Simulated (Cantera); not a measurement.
Feed: 1 mol HgO, 0.66 mol H₂, held at 0.130 bar.

These are equilibrium values from Cantera (NASA tables, ideal gas, pure condensed phases), not measurements of a reactor. Candidate condensed phases: H₂O, Hg, HgO; 10 gas species. Kinetics and transport are ignored. All values below are at 1448 K.

Base state: Hg 0.546, H₂O 0.361, O₂ 0.0929, OH 0.000126 (mole fractions); condensed: gas only.

Question: What changes in the equilibrium state with this change: H₂ from 0.66 to 7.2 mol?

Answer: 
```tsv
species	before	after
H₂	3.02e-6	0.756
Hg	0.546	0.122
H₂O	0.361	0.122
O₂	0.0929	<1e-9
OH	0.000126	8.53e-8
H	4.44e-8	2.22e-5
```
